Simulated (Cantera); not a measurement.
# Hydrocarbon pyrolysis for carbon deposition

A perfectly stirred reactor is fed with CH4 : H2 : N2 = 1 : 2.3 : 0.022 (molar parts), at 20.0 Torr; it is held at 1950 K, and followed from long to short residence time.

Cantera simulation using GRI-Mech 3.0 (53 species, 325 reactions); the numbers are that mechanism's predictions, not measurements. GRI-Mech 3.0 stops at C3 and has no aromatics, soot or wall deposition, so with more carbon than oxygen in the feed, carbon stays in small species such as C2H2 where larger ones or solid carbon would form. Radical loss at walls, strong at low pressure, is not modelled.

| τ (s) | x CH4 | x H2 | x C2H4 | x C2H2 | x C2H | x H | x CH3 |
|---|---|---|---|---|---|---|---|
| 2.7 | 0.00454 | 0.871 | 3.30e-5 | 0.113 | 1.13e-5 | 0.00554 | 0.000572 |
| 1.1 | 0.00805 | 0.869 | 4.72e-5 | 0.112 | 1.01e-5 | 0.00498 | 0.000913 |
| 0.47 | 0.0140 | 0.866 | 8.18e-5 | 0.109 | 8.78e-6 | 0.00443 | 0.00141 |
| 0.20 | 0.0241 | 0.859 | 0.000168 | 0.105 | 7.52e-6 | 0.00392 | 0.00216 |
| 0.084 | 0.0409 | 0.849 | 0.000376 | 0.0980 | 6.27e-6 | 0.00346 | 0.00328 |
| 0.035 | 0.0672 | 0.832 | 0.000848 | 0.0867 | 5.01e-6 | 0.00306 | 0.00483 |
| 0.015 | 0.104 | 0.808 | 0.00175 | 0.0709 | 3.71e-6 | 0.00269 | 0.00672 |
| 0.0062 | 0.156 | 0.775 | 0.00326 | 0.0488 | 2.26e-6 | 0.00228 | 0.00878 |
x: mole fraction; the columns are a selection and need not sum to one.
